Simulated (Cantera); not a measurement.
Cantera run, input and output.

```python
import numpy as np
import cantera as ct

gas = ct.Solution("h2o2.yaml")
gas.TPX = 1300, 100000, {'H2': 1.7, 'O2': 1, 'N2': 2.1}
reactor = ct.IdealGasConstPressureReactor(gas, energy="off", clone=False)
net = ct.ReactorNet([reactor])
net.rtol, net.atol = 1e-08, 1e-18
show = ['H2', 'O2', 'H', 'HO2', 'O', 'OH', 'H2O']
times = np.geomspace(2e-05, 30, 13)

steps = ct.SolutionArray(gas, extra=["t"])
rows = []
print(f"{'t/s':>10s}{'T/K':>9s}{'P/Pa':>11s}" + "".join(f"{s:>11s}" for s in show))
for t in times:
    while net.time < t:
        t_next = net.step()
        steps.append(gas.state, t=t_next)
    rows.append([np.interp(t, steps.t, y) for y in (steps.T, steps.P, *steps(*show).X.T)])
    print(f"{t:10.3e}{rows[-1][0]:9.1f}{rows[-1][1]:11.4g}" + "".join(f"{x:11.3e}" for x in rows[-1][2:]))
rate = np.gradient(steps.T, steps.t)
print("integrator steps:", len(steps.t))
if steps.T.max() > steps.T[0] + 200:
    print(f"time of steepest temperature rise: {steps.t[rate.argmax()]:.4e} s")
gas.TPX = 1300, 100000, {'H2': 1.7, 'O2': 1, 'N2': 2.1}
gas.equilibrate("TP")
print(f"equilibrium (TP): T = {gas.T:.1f} K  " + "  ".join(f"{s} {gas[s].X[0]:.3e}" for s in show))
```

It prints:

```
       t/s      T/K       P/Pa         H2         O2          H        HO2          O         OH        H2O
 2.000e-05   1300.0      1e+05  2.411e-01  1.599e-01  5.577e-02  1.139e-04  9.201e-03  6.119e-03  8.576e-02
 6.542e-05   1300.0      1e+05  1.129e-02  4.266e-02  3.745e-03  7.165e-05  1.457e-03  2.922e-03  4.115e-01
 2.140e-04   1300.0      1e+05  1.453e-03  3.844e-02  1.014e-04  3.050e-05  1.053e-04  6.917e-04  4.281e-01
 6.999e-04   1300.0      1e+05  1.790e-04  3.799e-02  4.197e-06  6.006e-06  1.071e-05  2.327e-04  4.300e-01
 2.289e-03   1300.0      1e+05  1.621e-05  3.796e-02  1.839e-07  7.174e-07  1.659e-06  9.779e-05  4.303e-01
 7.489e-03   1300.0      1e+05  1.865e-06  3.796e-02  1.310e-08  1.150e-07  3.701e-07  4.670e-05  4.303e-01
 2.449e-02   1300.0      1e+05  4.734e-07  3.797e-02  1.998e-09  3.618e-08  1.074e-07  2.512e-05  4.304e-01
 8.012e-02   1300.0      1e+05  2.223e-07  3.797e-02  6.298e-10  2.276e-08  4.412e-08  1.607e-05  4.304e-01
 2.621e-01   1300.0      1e+05  1.932e-07  3.797e-02  4.905e-10  2.155e-08  3.479e-08  1.427e-05  4.304e-01
 8.572e-01   1300.0      1e+05  1.930e-07  3.797e-02  4.892e-10  2.154e-08  3.470e-08  1.425e-05  4.304e-01
 2.804e+00   1300.0      1e+05  1.930e-07  3.797e-02  4.892e-10  2.154e-08  3.470e-08  1.425e-05  4.304e-01
 9.172e+00   1300.0      1e+05  1.930e-07  3.797e-02  4.892e-10  2.154e-08  3.470e-08  1.425e-05  4.304e-01
 3.000e+01   1300.0      1e+05  1.930e-07  3.797e-02  4.892e-10  2.154e-08  3.470e-08  1.425e-05  4.304e-01
integrator steps: 1673
equilibrium (TP): T = 1300.0 K  H2 1.930e-07  O2 3.797e-02  H 4.892e-10  HO2 2.154e-08  O 3.470e-08  OH 1.425e-05  H2O 4.304e-01
```

Cantera simulation using the H2/O2 subset of GRI-Mech 3.0, which has no nitrogen chemistry; the numbers are that mechanism's predictions, not measurements. The temperature is held fixed by assumption; the heat of reaction is taken as removed at once.
